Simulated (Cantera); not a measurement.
Input (Python, Cantera) and output of one run.

```python
import numpy as np
import cantera as ct

gas_names = """
    Cr CrO CrO2 CrO3 H HO2 H2 H2O H2O2 O OH O2 O3
""".split()
cond_names = """
    Cr(cr) Cr(L) Cr2O3(s) Cr2O3(L) H2O(s) H2O(L)
""".split()


# ... load() reads the species with a 1 bar reference pressure and builds the phases ...
atoms = {
    'Cr2O3': {'Cr': 2, 'O': 3},
    'H2': {'H': 2},
    'H2O': {'H': 2, 'O': 1},
}
top_T = {}  # K; cautious upper limits of use, not melting points


# ... equilibrate(T, P, feed) seeds the gas with the atoms and calls Mixture.equilibrate('TP', solver="vcs", rtol=1e-11, max_steps=5000) ...
results = []
feed = {'Cr2O3': 1, 'H2': 67, 'H2O': 0.92}  # mol
P = 133.322  # Pa
for T in [1625, 1650, 1675, 1700, 1725, 1750, 1775, 1800, 1825, 1850, 1875, 1900, 1925, 1950]:
    mix = equilibrate(T, P, feed)
    results.append((T, P, feed, dict(zip(mix.species_names, mix.species_moles))))
    x = sorted(zip(gas.X, gas.species_names), reverse=True)
    print(f"T = {T:g} K  P = {P:g} Pa  gas = {mix.phase_moles(0):.4g} mol")
    print("   x: " + "  ".join(f"{s} {v:.3e}" for v, s in x if v > 1e-05))
    print("   condensed (mol): " + ("  ".join(f"{mix.phase(i).name} {mix.phase_moles(i):.4g}"
          for i in range(1, mix.n_phases) if mix.phase_moles(i) > 1e-12) or "none"))
```

Output:

```
T = 1625 K  P = 133.322 Pa  gas = 68.01 mol
   x: H2 9.837e-01  H2O 1.407e-02  H 1.916e-03  Cr 3.608e-04
   condensed (mol): Cr2O3(s) 0.9877
T = 1650 K  P = 133.322 Pa  gas = 68.05 mol
   x: H2 9.824e-01  H2O 1.450e-02  H 2.466e-03  Cr 6.507e-04
   condensed (mol): Cr2O3(s) 0.9777
T = 1675 K  P = 133.322 Pa  gas = 68.1 mol
   x: H2 9.805e-01  H2O 1.519e-02  H 3.149e-03  Cr 1.121e-03
   condensed (mol): Cr2O3(s) 0.9616
T = 1700 K  P = 133.322 Pa  gas = 68.18 mol
   x: H2 9.779e-01  H2O 1.625e-02  H 3.991e-03  Cr 1.836e-03  CrO 1.375e-05
   condensed (mol): Cr2O3(s) 0.9369
T = 1725 K  P = 133.322 Pa  gas = 68.29 mol
   x: H2 9.743e-01  H2O 1.776e-02  H 5.021e-03  Cr 2.855e-03  CrO 2.441e-05
   condensed (mol): Cr2O3(s) 0.9017
T = 1750 K  P = 133.322 Pa  gas = 68.43 mol
   x: H2 9.696e-01  H2O 1.980e-02  H 6.272e-03  Cr 4.229e-03  CrO 4.209e-05
   condensed (mol): Cr2O3(s) 0.8539
T = 1775 K  P = 133.322 Pa  gas = 68.6 mol
   x: H2 9.637e-01  H2O 2.244e-02  H 7.782e-03  Cr 6.003e-03  CrO 7.069e-05  OH 1.128e-05
   condensed (mol): Cr2O3(s) 0.7916
T = 1800 K  P = 133.322 Pa  gas = 68.82 mol
   x: H2 9.563e-01  H2O 2.574e-02  H 9.590e-03  Cr 8.219e-03  CrO 1.160e-04  OH 1.704e-05
   condensed (mol): Cr2O3(s) 0.7131
T = 1825 K  P = 133.322 Pa  gas = 69.09 mol
   x: H2 9.474e-01  H2O 2.976e-02  H 1.174e-02  Cr 1.092e-02  CrO 1.863e-04  OH 2.578e-05
   condensed (mol): Cr2O3(s) 0.6162
T = 1850 K  P = 133.322 Pa  gas = 69.42 mol
   x: H2 9.366e-01  H2O 3.459e-02  H 1.428e-02  Cr 1.416e-02  CrO 2.937e-04  OH 3.896e-05
   condensed (mol): Cr2O3(s) 0.4983
T = 1875 K  P = 133.322 Pa  gas = 69.81 mol
   x: H2 9.240e-01  H2O 4.030e-02  Cr 1.797e-02  H 1.726e-02  CrO 4.551e-04  OH 5.868e-05
   condensed (mol): Cr2O3(s) 0.3566
T = 1900 K  P = 133.322 Pa  gas = 70.28 mol
   x: H2 9.091e-01  H2O 4.697e-02  Cr 2.242e-02  H 2.072e-02  CrO 6.943e-04  OH 8.794e-05  CrO2 1.336e-05
   condensed (mol): Cr2O3(s) 0.1875
T = 1925 K  P = 133.322 Pa  gas = 70.8 mol
   x: H2 8.927e-01  H2O 5.417e-02  Cr 2.720e-02  H 2.474e-02  CrO 1.021e-03  OH 1.297e-04  CrO2 2.287e-05
   condensed (mol): none
T = 1950 K  P = 133.322 Pa  gas = 70.98 mol
   x: H2 8.881e-01  H2O 5.397e-02  H 2.959e-02  Cr 2.710e-02  CrO 1.050e-03  OH 1.633e-04  CrO2 2.335e-05
   condensed (mol): none
```

Cantera equilibrium calculation (NASA polynomials, part measured and part estimated; ideal gas, pure solids and liquids).
